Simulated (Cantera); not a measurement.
# Stirred combustor or abatement burner

A perfectly stirred reactor is fed with H2 : O2 : N2 : H2O = 1 : 0.725 : 2.72 : 1.1 (molar parts), equivalence ratio 0.69, at 5.92 atm; it is adiabatic with a 700 K inlet, and is followed from long to short residence time, starting on the burning branch (τ in s: 0.21, 0.064, 0.02, 0.0062, 0.0019, 0.0006, 0.00019, 5.8e-05, 1.8e-05, 5.7e-06).

Model: GRI-Mech 3.0 (53 species, 325 reactions), integrated in Cantera. The hydrogen kinetics of GRI-Mech 3.0 are dated; newer H2 mechanisms differ, most at raised pressure.

```
τ (s)    T (K)      x H2    x O2  x H2O     x OH       x O      x NO
-------  -----  --------  ------  -----  -------  --------  --------
0.21      1952  0.000175  0.0442  0.415  0.00145   4.12e-5  0.000169
0.064     1952  0.000202  0.0443  0.415  0.00150   4.43e-5   5.74e-5
0.020     1951  0.000280  0.0443  0.415  0.00164   5.33e-5   2.28e-5
0.0062    1949  0.000483  0.0443  0.414  0.00195   7.72e-5   1.17e-5
0.0019    1943  0.000960  0.0443  0.413  0.00253  0.000135   8.02e-6
0.00060   1932   0.00196  0.0445  0.412  0.00338  0.000256   6.47e-6
0.00019   1912   0.00399  0.0451  0.408  0.00452  0.000500   5.29e-6
5.8e-5    1872   0.00813  0.0466  0.402  0.00587  0.000987   4.55e-6
1.8e-5    1799    0.0159  0.0500  0.390  0.00692   0.00179   4.30e-6
5.7e-6    1664    0.0327  0.0584  0.367  0.00631   0.00253   3.14e-6
```
x: mole fraction; the columns are a selection and need not sum to one.
